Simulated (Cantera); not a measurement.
A closed system holds: 1 mol Si3N4, 1.9 mol H2O, 210 mol H2, equilibrated at 2023 K and 0.0330 Torr.

Equilibrium computed with Cantera from the NASA thermochemical tables; the gas is ideal and each condensed phase is pure. Candidate condensed phases: H2O, Si, SiO2, Si2N2O, Si3N4; 35 gas species. Equilibrium is a limit: real reactors are often held back by kinetics, nucleation or transport.

Problem. What is the equilibrium state?

Solution. 
| Item | Result |
|---|---|
| x(H2) | 0.734 |
| x(H) | 0.245 |
| x(N2) | 0.00809 |
| x(SiO) | 0.00769 |
| x(Si) | 0.00443 |
| x(SiH) | 1.62e-5 |
| gas amount | 247.2 mol |
| log10 activity of Si(l) (absent) | -2.46 |
